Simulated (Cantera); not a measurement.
Feed: 1 mol Fe3O4, 0.85 mol C, 5.3 mol H2, equilibrated at 1573 K and 130000 Pa.

Equilibrium computed with Cantera from the NASA thermochemical tables; the gas is ideal and each condensed phase is pure. Candidate condensed phases: C, C6H6, C7H8, C8H18, Fe, Fe(CO)5, FeO, Fe(OH)2, Fe(OH)3, Fe2O3, Fe3O4, H2O; 114 gas species. Mutual solubility and eutectic melting of coexisting phases are not modelled. The tables' stoichiometric FeO is somewhat more stable than real wüstite, so its field is too wide. FeO: taken at fixed stoichiometry. Equilibrium is a limit: real reactors are often held back by kinetics, nucleation or transport.

Base state: H2 0.595, H2O 0.266, CO 0.120, CO2 0.0185, H 2.75e-5 (mole fractions); condensed: Fe(γ) + FeO(s).

**Question.** What changes in the equilibrium state with this change: temperature from 1573 K to 1225 K?

**Answer.** 
```tsv
species	before	after
H2	0.595	0.668
H2O	0.266	0.194
CO	0.120	0.115
CO2	0.0185	0.0228
CH4	3.05e-7	7.74e-5
H	2.75e-5	2.23e-7
Fe(γ), mol	1.60	1.18
FeO(s), mol	1.40	1.82
```
